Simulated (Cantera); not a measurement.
## Equilibrium for hydrogen reduction and annealing atmospheres: CuO + H2 + N2

A closed system holds: 1 mol CuO, 44 mol H2, 17 mol N2, at 0.130 bar.

These are equilibrium values from Cantera (NASA tables, ideal gas, pure condensed phases), not measurements of a reactor. Candidate condensed phases: Cu, CuO, Cu(OH)2, Cu2O, H2O; 27 gas species. Equilibrium is a limit: real reactors are often held back by kinetics, nucleation or transport.

```
T (°C)   x H2   x N2   x H2O      x Cu      x H    x NH3  n Cu(s)  n Cu(l)
------  -----  -----  ------  --------  -------  -------  -------  -------
1077    0.705  0.279  0.0164   3.76e-6  5.55e-6  4.16e-6    1.000        0
1102    0.705  0.279  0.0164   6.33e-6  7.98e-6  3.79e-6        0    1.000
1127    0.705  0.279  0.0164   1.04e-5  1.13e-5  3.47e-6        0    0.999
1152    0.705  0.279  0.0164   1.67e-5  1.59e-5  3.19e-6        0    0.999
1177    0.705  0.279  0.0164   2.65e-5  2.20e-5  2.94e-6        0    0.998
1202    0.705  0.279  0.0164   4.12e-5  3.02e-5  2.72e-6        0    0.997
1227    0.705  0.279  0.0164   6.33e-5  4.10e-5  2.51e-6        0    0.996
1252    0.705  0.279  0.0164   9.57e-5  5.51e-5  2.34e-6        0    0.994
1277    0.705  0.279  0.0164  0.000143  7.33e-5  2.17e-6        0    0.991
```
x: gas mole fraction; n: condensed amount in mol.

At 1077 °C the condensed part is Cu(s). From 1102 °C to 1277 °C the condensed part is Cu(l). The main Cu-bearing gas is Cu throughout.
